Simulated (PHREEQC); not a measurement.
Solution (25 °C): 0.019 mol MnCl2 per kg of water. Closed to the air; pH follows from the charge balance.

All values are PHREEQC results (ion-association model, wateq4f.dat), not measurements.

Task: The ionic strength comes out as 0.0545 mol/kgw. What activity coefficients do Cl-, Mn+2, MnCl+ get?

Result: Cl- 0.81, Mn+2 0.47, MnCl+ 0.82.

Precipitation was switched off in this run.
